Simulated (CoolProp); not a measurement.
Saturated liquid density (kg/m³) of R13: the reference equation beside estimates from Tc = 29.9 °C, pc = 39.73 bar, ω = 0.175. Rackett uses Z = 0.29056 − 0.08775 ω.

Values from CoolProp's reference Helmholtz-energy equation of state, Platzer 1990. This equation is an older, rougher fit; its heat capacities, sound speeds and derivatives of the liquid may be far off and weren't checked against measurements.

```csv
T (°C),reference,Rackett,van der Waals,Redlich-Kwong,Soave-Redlich-Kwong,Peng-Robinson
-50.35,1394,1446,?,1310,1346,?
-43.05,1361,1413,888.6,1271,1308,1484
-35.75,1327,?,865.6,1230,1268,1438
-28.55,1291,1340,841.5,1186,1225,1390
-21.25,1252,1300,815.5,1139,1178,1336
-13.95,1210,1258,787.4,1089,1126,1278
-6.65,1165,1211,756.7,1034,1070,1213
0.55,1114,1160,723.3,973.8,1008,1141
7.85,1054,1102,684.8,905.5,936.3,1057
15.15,981.6,1031,639.3,825.7,851.7,957.1
```

Question: Fill in the missing entries.

Answer: 
- -50.35, van der Waals: 910.3
- -50.35, Peng-Robinson: 1526
- -35.75, Rackett: 1377

Absolute difference from the reference over all 10 rows, mean and median: Rackett 4.1 and 3.9 %, van der Waals 34.9 and 34.9 %, Redlich-Kwong 10.1 and 9.5 %, Soave-Redlich-Kwong 7.2 and 6.4 %, Peng-Robinson 5.6 and 6.2 %.
